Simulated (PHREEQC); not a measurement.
A made-up water analysis in mmol/kgw, 25 °C, pH 2.11:

```
constituent  mmol/kgw
-----------  --------
Na               62.6
K                 2.4
Ca               2.82
Mg               15.2
Cl               26.4
S(6)             44.5
```

Valence states are taken as typed.

Computed with PHREEQC (Pitzer model, pitzer.dat).

Each row changes one thing in this solution. This is a speciation only: nothing precipitates in the calculation.

```json
[
 {"case": "as made", "ionic strength (mol/kgw)": "0.163", "SO4-2 (mol/kgw)": "0.0359", "HSO4- (mol/kgw)": "0.00860", "SI of Gypsum (CaSO4:2H2O)": "-0.67", "SI of Epsomite (MgSO4:7H2O)": "-2.62"},
 {"case": "all concentrations times 3 at the same typed pH", "ionic strength (mol/kgw)": "0.494", "SO4-2 (mol/kgw)": "0.117", "HSO4- (mol/kgw)": "0.0171", "SI of Gypsum (CaSO4:2H2O)": "-0.13", "SI of Epsomite (MgSO4:7H2O)": "-2.08"},
 {"case": "K from 2.4 to 4.8 mmol/kgw", "ionic strength (mol/kgw)": "0.164", "SO4-2 (mol/kgw)": "0.0359", "HSO4- (mol/kgw)": "0.00859", "SI of Gypsum (CaSO4:2H2O)": "-0.67", "SI of Epsomite (MgSO4:7H2O)": "-2.63"}
]
```

Complexes and solids missing from the database can't appear.
